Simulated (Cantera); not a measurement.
Input (Python, Cantera) and output of one run.

```python
import numpy as np
import cantera as ct

gas_names = """
    B BH BH2 BH3 BN BO BO2 B2 B2O B2O2 B2O3 B3O3H3 H HBO HBO2 HNO HNO2 HNO3 HO2 H2 H2O H2O2 H3B3O6 N NH
    NH2 NH3 NH2OH NO NO2 NO3 N2 N2H2 N2H4 N2O O OH O2 O3
""".split()
cond_names = """
    B(b) B(L) BN(s) B2O3(L) B3O3H3(cr) H2O(s) H2O(L)
""".split()


def load(file, names, dense=False):
    # The tables refer to 1 bar. Condensed volumes are neglected.
    table = {s.name: s for s in ct.Species.list_from_file(file)}
    out = []
    for n in names:
        d = dict(table[n].input_data)
        d["thermo"] = dict(d["thermo"], **{"reference-pressure": 1e5})
        if dense:
            d["equation-of-state"] = {"model": "constant-volume", "density": "1e6 g/cm^3"}
        out.append(ct.Species.from_dict(d))
    return out


gas = ct.Solution(thermo="ideal-gas", species=load("nasa_gas.yaml", gas_names))
cond = {s.name: ct.Solution(thermo="fixed-stoichiometry", species=[s], name=s.name)
        for s in load("nasa_condensed.yaml", cond_names, dense=True)}
atoms = {
    'B2H6': {'B': 2, 'H': 6},
    'H2O': {'H': 2, 'O': 1},
    'N2': {'N': 2},
}
top_T = {'BN(s)': 3200}  # K; cautious upper limits of use, not melting points


def equilibrate(T, P, feed):
    n = {}
    for name, mol in feed.items():
        for a, k in atoms[name].items():
            n[a] = n.get(a, 0.0) + k * mol
    gas.TPX = T, P, n
    mass = sum(n.values()) * gas.mean_molecular_weight
    gas.equilibrate("TP")
    valid = [c for c in cond.values() if c.min_temp <= T <= top_T.get(c.name, c.max_temp)]
    mix = ct.Mixture([(gas, mass / gas.mean_molecular_weight)] + [(c, 0.0) for c in valid])
    mix.T, mix.P = T, P
    mix.equilibrate("TP", solver="vcs", rtol=1e-11, max_steps=5000)
    return mix


results = []
feed = {'B2H6': 1, 'H2O': 0.26, 'N2': 9.9}  # mol
P = 230  # Pa
for T in [1550, 1575, 1600, 1625, 1650, 1675, 1700, 1725, 1750, 1775, 1800, 1825]:
    mix = equilibrate(T, P, feed)
    results.append((T, P, feed, dict(zip(mix.species_names, mix.species_moles))))
    x = sorted(zip(gas.X, gas.species_names), reverse=True)
    print(f"T = {T:g} K  P = {P:g} Pa  gas = {mix.phase_moles(0):.4g} mol")
    print("   x: " + "  ".join(f"{s} {v:.3e}" for v, s in x if v > 1e-05))
    print("   condensed (mol): " + ("  ".join(f"{mix.phase(i).name} {mix.phase_moles(i):.4g}"
          for i in range(1, mix.n_phases) if mix.phase_moles(i) > 1e-12) or "none"))
```

Output:

```
T = 1550 K  P = 230 Pa  gas = 12.35 mol
   x: N2 7.282e-01  H2 2.599e-01  HBO 4.773e-03  B2O3 3.032e-03  HBO2 2.888e-03  B2O2 5.730e-04  H 3.348e-04  BO 1.493e-04  H2O 1.159e-04
   condensed (mol): BN(s) 1.815
T = 1575 K  P = 230 Pa  gas = 12.36 mol
   x: N2 7.280e-01  H2 2.594e-01  HBO 5.679e-03  B2O3 2.856e-03  HBO2 2.471e-03  B2O2 7.638e-04  H 4.414e-04  BO 2.268e-04  H2O 9.596e-05
   condensed (mol): BN(s) 1.807
T = 1600 K  P = 230 Pa  gas = 12.37 mol
   x: N2 7.278e-01  H2 2.589e-01  HBO 6.647e-03  B2O3 2.610e-03  HBO2 2.079e-03  B2O2 9.872e-04  H 5.768e-04  BO 3.362e-04  H2O 7.904e-05
   condensed (mol): BN(s) 1.799
T = 1625 K  P = 230 Pa  gas = 12.38 mol
   x: N2 7.275e-01  H2 2.583e-01  HBO 7.644e-03  B2O3 2.304e-03  HBO2 1.715e-03  B2O2 1.235e-03  H 7.476e-04  BO 4.861e-04  H2O 6.466e-05
   condensed (mol): BN(s) 1.791
T = 1650 K  P = 230 Pa  gas = 12.39 mol
   x: N2 7.272e-01  H2 2.576e-01  HBO 8.630e-03  B2O3 1.957e-03  B2O2 1.491e-03  HBO2 1.383e-03  H 9.614e-04  BO 6.853e-04  H2O 5.247e-05
   condensed (mol): BN(s) 1.782
T = 1675 K  P = 230 Pa  gas = 12.4 mol
   x: N2 7.269e-01  H2 2.569e-01  HBO 9.555e-03  B2O2 1.735e-03  B2O3 1.594e-03  H 1.227e-03  HBO2 1.088e-03  BO 9.413e-04  H2O 4.218e-05
   condensed (mol): BN(s) 1.774
T = 1700 K  P = 230 Pa  gas = 12.41 mol
   x: N2 7.265e-01  H2 2.562e-01  HBO 1.037e-02  B2O2 1.944e-03  H 1.555e-03  BO 1.259e-03  B2O3 1.243e-03  HBO2 8.335e-04  H2O 3.355e-05
   condensed (mol): BN(s) 1.766
T = 1725 K  P = 230 Pa  gas = 12.42 mol
   x: N2 7.261e-01  H2 2.556e-01  HBO 1.104e-02  B2O2 2.097e-03  H 1.958e-03  BO 1.642e-03  B2O3 9.270e-04  HBO2 6.220e-04  H2O 2.642e-05
   condensed (mol): BN(s) 1.76
T = 1750 K  P = 230 Pa  gas = 12.43 mol
   x: N2 7.257e-01  H2 2.549e-01  HBO 1.154e-02  H 2.449e-03  B2O2 2.184e-03  BO 2.089e-03  B2O3 6.633e-04  HBO2 4.527e-04  H2O 2.060e-05
   condensed (mol): BN(s) 1.754
T = 1775 K  P = 230 Pa  gas = 12.45 mol
   x: N2 7.252e-01  H2 2.543e-01  HBO 1.185e-02  H 3.044e-03  BO 2.600e-03  B2O2 2.202e-03  B2O3 4.574e-04  HBO2 3.223e-04  H2O 1.592e-05
   condensed (mol): BN(s) 1.75
T = 1800 K  P = 230 Pa  gas = 12.46 mol
   x: N2 7.247e-01  H2 2.537e-01  HBO 1.200e-02  H 3.760e-03  BO 3.170e-03  B2O2 2.159e-03  B2O3 3.058e-04  HBO2 2.254e-04  H2O 1.223e-05
   condensed (mol): BN(s) 1.747
T = 1825 K  P = 230 Pa  gas = 12.47 mol
   x: N2 7.241e-01  H2 2.531e-01  HBO 1.200e-02  H 4.620e-03  BO 3.798e-03  B2O2 2.067e-03  B2O3 1.993e-04  HBO2 1.553e-04
   condensed (mol): BN(s) 1.744
```

Method: chemical equilibrium by Gibbs-energy minimisation in Cantera with the NASA 1993 tables (ideal gas, pure condensed phases). The feed counts by its element totals alone.
